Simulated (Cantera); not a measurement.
An isothermal, constant-pressure homogeneous reactor starts with 41.7 % H2, 27.8 % O2, 30.6 % N2, equivalence ratio 0.75, at 998 K and 218 Torr.

Detailed kinetics in Cantera: the H2/O2 subset of GRI-Mech 3.0, which has no nitrogen chemistry. The temperature is held fixed by assumption; the heat of reaction is taken as removed at once.

x: mole fraction; the columns are a selection and need not sum to one.

```json
[
 {"t (s)": "7.00e-6", "x H2": "0.417", "x O2": "0.278", "x H": "1.68e-10", "x O": "1.48e-11", "x H2O2": "<1e-12", "x OH": "5.88e-12", "x HO2": "1.73e-10"},
 {"t (s)": "1.99e-5", "x H2": "0.417", "x O2": "0.278", "x H": "6.90e-10", "x O": "8.21e-11", "x H2O2": "<1e-12", "x OH": "2.88e-11", "x HO2": "5.71e-10"},
 {"t (s)": "5.68e-5", "x H2": "0.417", "x O2": "0.278", "x H": "7.74e-9", "x O": "1.00e-9", "x H2O2": "6.14e-12", "x OH": "3.39e-10", "x HO2": "?"},
 {"t (s)": "0.000162", "x H2": "0.417", "x O2": "0.278", "x H": "3.03e-6", "x O": "3.95e-7", "x H2O2": "1.71e-9", "x OH": "1.34e-7", "x HO2": "?"},
 {"t (s)": "0.000461", "x H2": "0.0677", "x O2": "0.119", "x H": "0.00926", "x O": "0.00174", "x H2O2": "1.18e-5", "x OH": "0.00196", "x HO2": "?"},
 {"t (s)": "0.00131", "x H2": "0.0199", "x O2": "0.0967", "x H": "7.91e-5", "x O": "5.20e-5", "x H2O2": "1.48e-5", "x OH": "6.50e-5", "x HO2": "?"},
 {"t (s)": "0.00374", "x H2": "0.0169", "x O2": "0.0954", "x H": "3.07e-6", "x O": "2.34e-6", "x H2O2": "5.29e-5", "x OH": "2.80e-6", "x HO2": "6.56e-5"},
 {"t (s)": "0.0107", "x H2": "0.0156", "x O2": "0.0948", "x H": "2.95e-6", "x O": "2.28e-6", "x H2O2": "8.76e-5", "x OH": "2.90e-6", "x HO2": "6.18e-5"},
 {"t (s)": "0.0304", "x H2": "0.0120", "x O2": "0.0931", "x H": "2.44e-6", "x O": "2.14e-6", "x H2O2": "9.50e-5", "x OH": "3.10e-6", "x HO2": "5.74e-5"},
 {"t (s)": "0.0865", "x H2": "0.00621", "x O2": "0.0905", "x H": "1.05e-6", "x O": "1.26e-6", "x H2O2": "5.87e-5", "x OH": "2.43e-6", "x HO2": "?"},
 {"t (s)": "0.246", "x H2": "0.00175", "x O2": "0.0885", "x H": "1.94e-7", "x O": "3.58e-7", "x H2O2": "1.51e-5", "x OH": "1.46e-6", "x HO2": "?"},
 {"t (s)": "0.702", "x H2": "0.000339", "x O2": "0.0879", "x H": "1.47e-8", "x O": "3.60e-8", "x H2O2": "1.28e-6", "x OH": "5.33e-7", "x HO2": "?"},
 {"t (s)": "2.00", "x H2": "7.14e-5", "x O2": "0.0878", "x H": "1.13e-9", "x O": "3.01e-9", "x H2O2": "8.91e-8", "x OH": "1.82e-7", "x HO2": "?"}
]
```

**Question.** Some entries are withheld; supply them.

**Answer.** 
- 5.68e-5, x HO2: 3.61e-9
- 0.000162, x HO2: 1.03e-6
- 0.000461, x HO2: 0.000121
- 0.00131, x HO2: 8.96e-5
- 0.0865, x HO2: 4.18e-5
- 0.246, x HO2: 1.98e-5
- 0.702, x HO2: 5.58e-6
- 2.00, x HO2: 1.41e-6
